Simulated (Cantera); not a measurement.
Feed: 1 mol SiO₂, 0.9 mol Cl₂, held at 1125 K and 0.000150 bar.

These are equilibrium values from Cantera (NASA tables, ideal gas, pure condensed phases), not measurements of a reactor. Candidate condensed phases: Si, SiO₂; 15 gas species. Equilibrium is a limit: real reactors are often held back by kinetics, nucleation or transport.

Base state: Cl₂ 0.846, Cl 0.154, SiCl₄ 2.73e-5, O₂ 2.70e-5 (mole fractions); condensed: SiO₂(β-quartz).

Task: What changes in the equilibrium state with this change: 0.075 mol NH₃ added?

Result: 
```json
[
 {"species": "Cl₂", "before": "0.846", "after": "0.633"},
 {"species": "HCl", "before": "0", "after": "0.200"},
 {"species": "Cl", "before": "0.154", "after": "0.133"},
 {"species": "N₂", "before": "0", "after": "0.0333"},
 {"species": "SiCl₄", "before": "2.73e-5", "after": "2.06e-5"},
 {"species": "O₂", "before": "2.70e-5", "after": "2.00e-5"},
 {"species": "SiO₂(β-quartz), mol", "before": "1.000", "after": "1.000"}
]
```
Further candidate phases: H₂O, NH₄Cl, Si₂N₂O, Si₃N₄.
